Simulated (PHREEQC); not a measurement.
**Copper plating or etch bath (model solution)**

Dissolve 0.0027 mol/kgw CuCl2, 0.049 mol/kgw HNO3 and 0.22 mol/kgw NaCl at 25 °C. Closed to the air; pH follows from the charge balance.

The numbers come from PHREEQC with the ion-association model, phreeqc.dat.

Each row changes one thing in this solution. This is a speciation only: nothing precipitates in the calculation.

```json
[
 {"case": "as made", "pH": "1.42", "Cu+2 (mol/kgw)": "0.00227", "CuCl+ (mol/kgw)": "0.000407", "CuCl2 (mol/kgw)": "2.22e-5", "CuOH+ (mol/kgw)": "2.51e-10", "SI of Halite (NaCl)": "-3.17"},
 {"case": "diluted 100-fold with water", "pH": "3.33", "Cu+2 (mol/kgw)": "2.69e-5", "CuCl+ (mol/kgw)": "1.30e-7", "CuCl2 (mol/kgw)": "1.40e-10", "CuOH+ (mol/kgw)": "4.90e-10", "SI of Halite (NaCl)": "-6.92"},
 {"case": "0.019 mol/kgw NaOH added", "pH": "1.63", "Cu+2 (mol/kgw)": "0.00227", "CuCl+ (mol/kgw)": "0.000407", "CuCl2 (mol/kgw)": "2.22e-5", "CuOH+ (mol/kgw)": "4.09e-10", "SI of Halite (NaCl)": "-3.13"},
 {"case": "NaCl from 0.22 to 0.022 mol/kgw", "pH": "1.39", "Cu+2 (mol/kgw)": "0.00262", "CuCl+ (mol/kgw)": "8.20e-5", "CuCl2 (mol/kgw)": "7.28e-7", "CuOH+ (mol/kgw)": "3.47e-10", "SI of Halite (NaCl)": "-4.99"},
 {"case": "temperature from 25 to 15 °C", "pH": "1.41", "Cu+2 (mol/kgw)": "0.00242", "CuCl+ (mol/kgw)": "0.000266", "CuCl2 (mol/kgw)": "1.31e-5", "CuOH+ (mol/kgw)": "2.69e-10", "SI of Halite (NaCl)": "-3.16"},
 {"case": "temperature from 25 to 20 °C", "pH": "1.41", "Cu+2 (mol/kgw)": "0.00235", "CuCl+ (mol/kgw)": "0.000332", "CuCl2 (mol/kgw)": "1.72e-5", "CuOH+ (mol/kgw)": "2.60e-10", "SI of Halite (NaCl)": "-3.16"},
 {"case": "diluted 10-fold with water", "pH": "2.37", "Cu+2 (mol/kgw)": "0.000261", "CuCl+ (mol/kgw)": "8.78e-6", "CuCl2 (mol/kgw)": "?", "CuOH+ (mol/kgw)": "3.95e-10", "SI of Halite (NaCl)": "-5.01"},
 {"case": "CuCl2 from 0.0027 to 0.027 mol/kgw", "pH": "1.42", "Cu+2 (mol/kgw)": "0.0222", "CuCl+ (mol/kgw)": "0.00449", "CuCl2 (mol/kgw)": "0.000275", "CuOH+ (mol/kgw)": "2.38e-9", "SI of Halite (NaCl)": "?"},
 {"case": "0.25 mol/kgw KCl added", "pH": "1.43", "Cu+2 (mol/kgw)": "0.00201", "CuCl+ (mol/kgw)": "0.000632", "CuCl2 (mol/kgw)": "?", "CuOH+ (mol/kgw)": "2.01e-10", "SI of Halite (NaCl)": "-2.89"}
]
```

**Question.** What belongs in the gaps?

**Answer.** 
- diluted 10-fold with water, CuCl2 (mol/kgw): 7.64e-8
- CuCl2 from 0.0027 to 0.027 mol/kgw, SI of Halite (NaCl): -3.11
- 0.25 mol/kgw KCl added, CuCl2 (mol/kgw): 5.96e-5

Complexes and solids missing from the database can't appear.
